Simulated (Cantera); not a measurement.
## Silicon carbide growth: CH3SiH3 + CH4 + H2

Feed: 1 mol CH3SiH3, 0.022 mol CH4, a varied amount of H2, at 1377 °C and 530 Pa.

Method: chemical equilibrium by Gibbs-energy minimisation in Cantera with the NASA 1993 tables (ideal gas, pure condensed phases). Candidate condensed phases: C, C6H6, C7H8, C8H18, Si, SiC; 87 gas species. The feed counts by its element totals alone. The numbers say what is thermodynamically allowed, not how fast it happens.

From 12 mol H2 to 210 mol H2 the condensed part is C(graphite) + SiC(s). At 360 mol H2 the condensed part is SiC(s). The main Si-bearing gas is Si throughout.

```
n(H2) (mol)   x H2      x H  x C2H2 (acetylene)    x CH4     x Si    x CH3  n C(graphite)  n SiC(s)
-----------  -----  -------  ------------------  -------  -------  -------  -------------  --------
12           0.999  0.00125             4.56e-5  7.02e-6  6.28e-7  1.79e-7         0.0205     1.000
21           0.999  0.00125             4.56e-5  7.02e-6  6.28e-7  1.79e-7         0.0197     1.000
37           0.999  0.00125             4.56e-5  7.02e-6  6.28e-7  1.79e-7         0.0181     1.000
66           0.999  0.00125             4.56e-5  7.02e-6  6.28e-7  1.79e-7         0.0153     1.000
120          0.999  0.00125             4.56e-5  7.02e-6  6.28e-7  1.79e-7        0.00999     1.000
210          0.999  0.00125             4.56e-5  7.02e-6  6.28e-7  1.79e-7        0.00121     1.000
360          0.999  0.00125             2.80e-5  5.50e-6  8.01e-7  1.40e-7              0     1.000
```
x: gas mole fraction; n: condensed amount in mol.
